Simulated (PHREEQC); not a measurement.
A made-up water analysis in mmol/kgw, 30 °C, pH 6.36, pe 9.4: Na 0.00741; K 0.0088; Ca 0.0928; Mg 0.0148; Cl 0.0158; S(6) 0.052; Alkalinity (meq/kgw) 0.113; Cu(2) 0.00016.

Valence states are taken as typed.

Computed with PHREEQC (ion-association model, phreeqc.dat).

No solid was allowed to form.

Question: Order these Cu species by the share of Cu that they hold, largest first: CuCO3, CuOH+, Cu+2, CuHCO3+, Cu(OH)2.

Answer: Cu+2 (80 %), Cu(OH)2 (8.0 %), CuCO3 (5.1 %), CuHCO3+ (4.2 %), CuOH+ (1.7 %)

The pH is 6.36 and the ionic strength 0.000389 mol/kgw.
